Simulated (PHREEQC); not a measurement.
Consider water at 30 °C with 0.0052 mol/kgw ZnCl2, 0.00031 mol/kgw Na2SO4 and 0.0005 mol/kgw H2SO4. Closed to the air; pH follows from the charge balance.

The numbers come from PHREEQC with the ion-association model, wateq4f.dat.

Question: The ionic strength comes out as 0.0168 mol/kgw. What activity coefficients do H+, Zn+2, Zn(SO4)2-2, ZnCl+, NaSO4- get?

Answer: H+ 0.90, Zn+2 0.61, Zn(SO4)2-2 0.59, ZnCl+ 0.88, NaSO4- 0.88.

Precipitation was switched off in this run. Species that the database lacks are ignored.
